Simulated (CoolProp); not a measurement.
Properties of CH3F (R41) along the isotherm 182.8 K (Tc = 317.3 K, pc = 5.906 MPa, ω = 0.200).

Values from CoolProp's reference Helmholtz-energy equation of state, Lemmon 2006. It is a short technical equation, of lower accuracy than the large ones.

```csv
p (MPa),phase,Z,cp (kJ/(kg K)),speed of sound (m/s),Joule-Thomson coefficient (K/MPa)
0.028,gas,0.9847,1.077,240.9,109.4
0.0886,liquid,0.002190,2.060,1149,-0.3185
0.158,liquid,0.003906,2.060,1149,-0.3186
0.28,liquid,0.006920,2.059,1150,-0.3188
0.498,liquid,0.01230,2.059,1151,-0.3192
0.886,liquid,0.02188,2.057,1154,-0.3200
1.58,liquid,0.03898,2.055,1158,-0.3213
2.8,liquid,0.06898,2.051,1165,-0.3235
4.98,liquid,0.1223,2.045,1178,-0.3272
8.86,liquid,0.2167,2.034,1200,-0.3334
```
